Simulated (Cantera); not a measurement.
A perfectly stirred reactor is fed with 0.605 % CH2O, 0.287 % O2, 99.1 % N2, equivalence ratio 2.1, at 5.00 bar; it is held at 1575 K, and followed from long to short residence time.

Computed with Cantera and GRI-Mech 3.0 (53 species, 325 reactions).

Problem. Predict: x(CH2O) at τ = 0.880 s; x(O2) at τ = 0.880 s; x(H2) at τ = 0.880 s; x(CO2) at τ = 0.880 s; x(CH2O) at τ = 49.0 ms; x(O2) at τ = 49.0 ms; x(H2) at τ = 49.0 ms; x(CO2) at τ = 49.0 ms.

Solution. 
```
Property                 Result
----------------------  -------
x(CH2O) at τ = 0.880 s  1.52e-7
x(O2) at τ = 0.880 s    2.44e-6
x(H2) at τ = 0.880 s    0.00236
x(CO2) at τ = 0.880 s   0.00208
x(CH2O) at τ = 49.0 ms  6.81e-7
x(O2) at τ = 49.0 ms    1.13e-5
x(H2) at τ = 49.0 ms    0.00229
x(CO2) at τ = 49.0 ms   0.00205
```
